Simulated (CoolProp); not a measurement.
Model: reference Helmholtz-energy equation of state, Akasaka 2022, in CoolProp.

Q: For R1233zd(E), give the phase and the cp (kJ/(kg K)), cv (kJ/(kg K)) at -61.05 °C and 17.6 bar.

A: 
- -61.05 °C and 17.6 bar: liquid; cp 1.03, cv 0.713
